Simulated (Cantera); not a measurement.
Input (Python, Cantera) and output of one run.

```python
import numpy as np
import cantera as ct

gas_names = [...]  # 110 gases of nasa_gas.yaml made of C, H, O
cond_names = """
    C(gr) C6H6(L) C7H8(L) C8H18(L),n-octa H2O(s) H2O(L)
""".split()


# ... load() reads the species with a 1 bar reference pressure and builds the phases ...
atoms = {
    'C': {'C': 1},
    'H2O': {'H': 2, 'O': 1},
}
top_T = {'C(gr)': 4500}  # K; cautious upper limits of use, not melting points


# ... equilibrate(T, P, feed) seeds the gas with the atoms and calls Mixture.equilibrate('TP', solver="vcs", rtol=1e-11, max_steps=5000) ...
results = []
feed = {'C': 1, 'H2O': 0.78}  # mol
P = 430000  # Pa
for T in [1350, 1400, 1450, 1500, 1550, 1600, 1650, 1700, 1750, 1800]:
    mix = equilibrate(T, P, feed)
    results.append((T, P, feed, dict(zip(mix.species_names, mix.species_moles))))

top = {s: max(r[3][s] / sum(r[3][g] for g in gas_names) for r in results) for s in gas_names}
cols = sorted((s for s in top if top[s] > 0.0001), key=lambda s: -top[s])[:6]
seen = [c for c in cond_names if any(r[3].get(c, 0) > 1e-12 for r in results)]
print("log10 of partial pressures in bar; condensed amounts in mol")
print(f"{'T/K':>10s}" + "".join(f"{s[:9]:>10s}" for s in cols + seen))
for T, P, feed, n in results:
    ng = sum(n[g] for g in gas_names)
    print(f"{T:10.4g}" + "".join(f"{np.log10(max(n[s] / ng * P / 1e5, 1e-99)):10.3f}" for s in cols)
          + "".join(f"{n.get(c, 0):10.4g}" for c in seen))
```

Output:

```
log10 of partial pressures in bar; condensed amounts in mol
       T/K        CO        H2       H2O       CH4       CO2         H     C(gr)
      1350     0.328     0.323    -1.590    -1.593    -1.878    -5.461    0.2248
      1400     0.330     0.326    -1.773    -1.713    -2.105    -5.150    0.2219
      1450     0.331     0.327    -1.944    -1.827    -2.317    -4.861    0.2204
      1500     0.332     0.328    -2.105    -1.933    -2.514    -4.590    0.2197
      1550     0.332     0.329    -2.255    -2.033    -2.699    -4.337    0.2193
      1600     0.332     0.330    -2.396    -2.127    -2.872    -4.100    0.2192
      1650     0.332     0.330    -2.529    -2.216    -3.033    -3.877    0.2191
      1700     0.333     0.331    -2.653    -2.299    -3.185    -3.666    0.2191
      1750     0.333     0.331    -2.771    -2.378    -3.328    -3.468    0.2191
      1800     0.333     0.331    -2.881    -2.452    -3.462    -3.281     0.219
```

Method: chemical equilibrium by Gibbs-energy minimisation in Cantera with the NASA 1993 tables (ideal gas, pure condensed phases).
